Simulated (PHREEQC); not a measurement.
A solution holds 0.21 mol/kgw KH2PO4, 0.028 mol/kgw Na2SO4 and 0.0045 mol/kgw KCl, at 80 °C. Closed to the air; pH follows from the charge balance.

Model: ion-association model, phreeqc.dat, run in PHREEQC.

Precipitation was switched off in this run.

Q: Order these S species by the share of S that they hold, largest first: NaSO4-, HSO4-, SO4-2, KSO4-.

A: SO4-2 (57 %), KSO4- (39 %), NaSO4- (4.7 %), HSO4- (0.27 %)

The pH is 4.42 and the ionic strength 0.275 mol/kgw. Complexes and solids missing from the database can't appear. Constants without temperature data keep their 25 °C values here.
